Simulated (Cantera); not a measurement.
A perfectly stirred reactor is fed with CH4 : O2 : N2 = 0.017 : 0.0031 : 1 (molar parts), equivalence ratio 11, at 0.563 atm; it is held at 1300 K, and followed from long to short residence time.

Model: GRI-Mech 3.0 (53 species, 325 reactions), integrated in Cantera. GRI-Mech 3.0 stops at C3 and has no aromatics, soot or wall deposition, so with more carbon than oxygen in the feed, carbon stays in small species such as C2H2 where larger ones or solid carbon would form.

Problem. What does this change do: pressure from 0.563 atm to 7.99 atm?

Solution. 
| quantity | before | after |
|---|---|---|
| x(CH4) at τ = 0.330 s | 0.0166 | 0.0154 |
| x(O2) at τ = 0.330 s | 0.00301 | 0.00236 |
| x(HCO) at τ = 0.330 s | 3.57e-11 | 6.83e-11 |
| x(CO2) at τ = 0.330 s | 1.44e-7 | 2.89e-5 |
| x(CH2CO) at τ = 0.330 s | 6.56e-8 | 8.89e-6 |
| x(CH4) at τ = 3.80 ms | 0.0167 | 0.0167 |
| x(O2) at τ = 3.80 ms | 0.00304 | 0.00304 |
| x(HCO) at τ = 3.80 ms | <1e-12 | <1e-12 |
| x(CO2) at τ = 3.80 ms | 7.20e-12 | 9.05e-10 |
| x(CH2CO) at τ = 3.80 ms | <1e-12 | 4.16e-11 |

Problem. What does this change do: pressure from 0.563 atm to 8.78 atm?

Solution. 
```csv
quantity,before,after
x(CH4) at τ = 0.330 s,0.0166,0.0153
x(O2) at τ = 0.330 s,0.00301,0.00226
x(HCO) at τ = 0.330 s,3.57e-11,7.03e-11
x(CO2) at τ = 0.330 s,1.44e-7,3.65e-5
x(CH2CO) at τ = 0.330 s,6.56e-8,1.01e-5
x(CH4) at τ = 3.80 ms,0.0167,0.0167
x(O2) at τ = 3.80 ms,0.00304,0.00304
x(HCO) at τ = 3.80 ms,<1e-12,<1e-12
x(CO2) at τ = 3.80 ms,7.20e-12,9.92e-10
x(CH2CO) at τ = 3.80 ms,<1e-12,5.12e-11
```
